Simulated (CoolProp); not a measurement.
Saturated liquid density (kg/m³) of nitrous oxide: the reference equation beside estimates from Tc = 309.5 K, pc = 7.245 MPa, ω = 0.161. Rackett uses Z = 0.29056 − 0.08775 ω.

Model: reference Helmholtz-energy equation of state, Lemmon 2006, in CoolProp. It is a short technical equation, of lower accuracy than the large ones.

| T (K) | reference | Rackett | Peng-Robinson |
|---|---|---|---|
| 190.9 | 1212 | [?] | 1273 |
| 200.9 | 1182 | [?] | 1242 |
| 210.8 | 1150 | 1134 | 1208 |
| 220.7 | 1118 | [?] | 1172 |
| 230.7 | 1083 | 1070 | [?] |
| 240.6 | 1047 | [?] | 1088 |
| 250.6 | [?] | 998.1 | [?] |
| 260.5 | 966.8 | [?] | 983.7 |

Task: What belongs in the gaps?

Result: 
- 190.9, Rackett: 1192
- 200.9, Rackett: 1163
- 220.7, Rackett: 1103
- 230.7, Peng-Robinson: 1132
- 240.6, Rackett: 1035
- 250.6, reference: 1008
- 250.6, Peng-Robinson: 1038
- 260.5, Rackett: 958.1

Absolute difference from the reference over all 8 rows, mean and median: Rackett 1.3 and 1.3 %, Peng-Robinson 4.1 and 4.7 %.
